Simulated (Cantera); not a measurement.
Input (Python, Cantera):

```python
import numpy as np
import cantera as ct

gas = ct.Solution("gri30.yaml", transport_model="mixture-averaged")
show = ['NO', 'H', 'OH']

rows = []
print(f"{'T/K':>7s}{'rho':>11s}{'cp':>10s}{'mu':>11s}{'lambda':>11s}{'Pr':>7s}" + "".join(f"{'D_' + s:>11s}" for s in show))
for T in [400, 550, 700, 850, 1000, 1150]:
    gas.TPX = T, 110000, {'NO': 0.65, 'CO2': 0.095, 'O2': 0.42}
    Pr = gas.cp_mass * gas.viscosity / gas.thermal_conductivity
    D = [gas.mix_diff_coeffs_mole[gas.species_index(s)] for s in show]
    rows.append([gas.density, gas.cp_mass, gas.viscosity, gas.thermal_conductivity, Pr, *D])
    print(f"{T:7g}{gas.density:11.4e}{gas.cp_mass:10.1f}{gas.viscosity:11.4e}"
          f"{gas.thermal_conductivity:11.4e}{Pr:7.3f}" + "".join(f"{d:11.4e}" for d in D))
print("SI units: kg/m3, J/kg/K, Pa s, W/m/K, m2/s")
```

Output:

```
    T/K        rho        cp         mu     lambda     Pr       D_NO        D_H       D_OH
    400 1.0540e+00     971.0 2.3633e-05 3.2264e-02  0.711 2.9606e-05 1.8692e-04 4.7180e-05
    550 7.6652e-01    1015.3 2.9697e-05 4.2522e-02  0.709 5.1302e-05 3.2528e-04 8.1273e-05
    700 6.0227e-01    1060.9 3.5061e-05 5.2342e-02  0.711 7.7294e-05 4.9119e-04 1.2207e-04
    850 4.9598e-01    1098.9 3.9955e-05 6.1637e-02  0.712 1.0720e-04 6.8218e-04 1.6899e-04
   1000 4.2159e-01    1128.8 4.4506e-05 7.0439e-02  0.713 1.4076e-04 8.9651e-04 2.2164e-04
   1150 3.6660e-01    1150.1 4.8794e-05 7.8808e-02  0.712 1.7777e-04 1.1328e-03 2.7969e-04
SI units: kg/m3, J/kg/K, Pa s, W/m/K, m2/s
```

Detailed kinetics in Cantera: GRI-Mech 3.0 (53 species, 325 reactions). The composition is frozen, though it would react at the higher temperatures.
